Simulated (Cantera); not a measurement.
Input: 1 mol SiCl4, 1.3 mol HCl, 110 mol H2, at 1598 K and 4.90 mbar.

These are equilibrium values from Cantera (NASA tables, ideal gas, pure condensed phases), not measurements of a reactor. Candidate condensed phases: Si; 19 gas species. The tables' values for SiCl3, SiCl are old estimates; treat these amounts as uncertain. Equilibrium is a limit: real reactors are often held back by kinetics, nucleation or transport.

Base state: H2 0.957, HCl 0.0369, SiCl2 0.00489, H 0.000744, Cl 2.27e-5, Si 1.91e-5, SiCl3 1.78e-5, SiCl 1.68e-5 (mole fractions); condensed: Si(s).

**Question.** What changes in the equilibrium state with this change: SiCl4 replaced by SiHCl3?

**Answer.** 
```
species       before     after
----------  --------  --------
H2             0.957     0.965
HCl           0.0369    0.0310
SiCl2        0.00489   0.00343
SiCl3        1.78e-5   1.05e-5
SiCl         1.68e-5   1.41e-5
Cl           2.27e-5   1.90e-5
H           0.000744  0.000747
Si           1.91e-5   1.91e-5
Si(s), mol     0.439     0.605
```
The tables' values for SiCl, SiCl3 are old estimates; treat these amounts as uncertain.

**Question.** What changes in the equilibrium state with this change: pressure from 4.90 mbar to 1.90 mbar?

**Answer.** 
```
species       before    after
----------  --------  -------
H2             0.957    0.957
HCl           0.0369   0.0369
SiCl2        0.00489  0.00489
H           0.000744  0.00119
Si           1.91e-5  4.92e-5
SiCl3        1.78e-5  1.11e-5
Cl           2.27e-5  3.64e-5
SiCl         1.68e-5  2.70e-5
Si(s), mol     0.439    0.435
```
The tables' values for SiCl, SiCl3 are old estimates; treat these amounts as uncertain.
